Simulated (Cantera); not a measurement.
Cantera run:

```python
import numpy as np
import cantera as ct

gas_names = """
    CL CL2 H HCL H2 Si SiCL SiCL2 SiCL3 SiCL4 SiH SiHCL3 SiH2 SiH2CL2 SiH3 SiH3CL SiH4 Si2 Si3
""".split()
cond_names = """
    Si(cr) Si(L)
""".split()


def load(file, names, dense=False):
    # The tables refer to 1 bar. Condensed volumes are neglected.
    table = {s.name: s for s in ct.Species.list_from_file(file)}
    out = []
    for n in names:
        d = dict(table[n].input_data)
        d["thermo"] = dict(d["thermo"], **{"reference-pressure": 1e5})
        if dense:
            d["equation-of-state"] = {"model": "constant-volume", "density": "1e6 g/cm^3"}
        out.append(ct.Species.from_dict(d))
    return out


gas = ct.Solution(thermo="ideal-gas", species=load("nasa_gas.yaml", gas_names))
cond = {s.name: ct.Solution(thermo="fixed-stoichiometry", species=[s], name=s.name)
        for s in load("nasa_condensed.yaml", cond_names, dense=True)}
atoms = {
    'Si': {'Si': 1},
    'HCl': {'H': 1, 'CL': 1},
    'H2': {'H': 2},
}
top_T = {}  # K; cautious upper limits of use, not melting points


def equilibrate(T, P, feed):
    n = {}
    for name, mol in feed.items():
        for a, k in atoms[name].items():
            n[a] = n.get(a, 0.0) + k * mol
    gas.TPX = T, P, n
    mass = sum(n.values()) * gas.mean_molecular_weight
    gas.equilibrate("TP")
    valid = [c for c in cond.values() if c.min_temp <= T <= top_T.get(c.name, c.max_temp)]
    mix = ct.Mixture([(gas, mass / gas.mean_molecular_weight)] + [(c, 0.0) for c in valid])
    mix.T, mix.P = T, P
    mix.equilibrate("TP", solver="vcs", rtol=1e-11, max_steps=5000)
    return mix


results = []
feed = {'Si': 1, 'HCl': 1.5, 'H2': 4.5}  # mol
T = 875  # K
P = 1300000  # Pa
mix = equilibrate(T, P, feed)
results.append((T, P, feed, dict(zip(mix.species_names, mix.species_moles))))
print(gas.report(threshold=1e-06))
for i in range(1, mix.n_phases):
    print(f"{mix.phase(i).name:16s} {mix.phase_moles(i):12.5e} mol")
```

Result:

```
       temperature   875 K
          pressure   1.3e+06 Pa
           density   2.4649 kg/m^3
  mean mol. weight   13.794 kg/kmol
   phase of matter   gas

                          1 kg             1 kmol
                     ---------------   ---------------
          enthalpy       -1.7861e+06       -2.4638e+07  J
   internal energy       -2.3135e+06       -3.1913e+07  J
           entropy             11951        1.6485e+05  J/K
    Gibbs function       -1.2243e+07       -1.6889e+08  J
 heat capacity c_p            2585.3             35661  J/K
 heat capacity c_v            1982.5             27347  J/K

                      mass frac. Y      mole frac. X     chem. pot. / RT
                     ---------------   ---------------   ---------------
               HCL          0.003546         0.0013417           -40.689
                H2           0.13399           0.91683           -14.706
             SiCL2         1.795e-05        2.5014e-06            -70.07
             SiCL3        0.00035233        3.6152e-05           -103.41
             SiCL4           0.37216          0.030218           -136.74
            SiHCL3            0.4437          0.045188           -110.76
           SiH2CL2          0.045239         0.0061785           -84.776
            SiH3CL        0.00098146         0.0002034           -58.793
              SiH4        7.0356e-06        3.0218e-06            -32.81
     [  +10 minor]        5.0293e-12         1.516e-11

Si(cr)            5.46150e-01 mol
```

Equilibrium computed with Cantera from the NASA thermochemical tables; the gas is ideal and each condensed phase is pure. The tables' values for SiCl3 are old estimates; treat these amounts as uncertain.
